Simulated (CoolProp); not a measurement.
R365MFC along the isotherm -4.75 °C: fugacity coefficient from the reference equation and from simpler models built on Tc = 186.9 °C, pc = 3266 kPa, ω = 0.377; each cubic takes its own stable root.

Values from CoolProp's reference Helmholtz-energy equation of state, Lemmon 2016.

| p (kPa) | phase | reference |
|---|---|---|
| 4080 | liquid | 0.004303 |
| 8170 | liquid | 0.002635 |
| 12200 | liquid | 0.002156 |
| 16300 | liquid | 0.001976 |
| 20400 | liquid | 0.001931 |
| 24500 | liquid | 0.001966 |
| 28600 | liquid | 0.002056 |
| 32700 | liquid | 0.002195 |

How far does each simpler model (van der Waals, Redlich-Kwong, Peng-Robinson) lie from the reference over these 8 states: mean and median of the absolute difference, and the worst?


- van der Waals: mean 2669.8 %, median 2591.6 %, worst +3912.3 % at -4.75 °C and 32700 kPa
- Redlich-Kwong: mean 276.2 %, median 276.5 %, worst +304.6 % at -4.75 °C and 32700 kPa
- Peng-Robinson: mean 2.8 %, median 2.8 %, worst -5.5 % at -4.75 °C and 32700 kPa
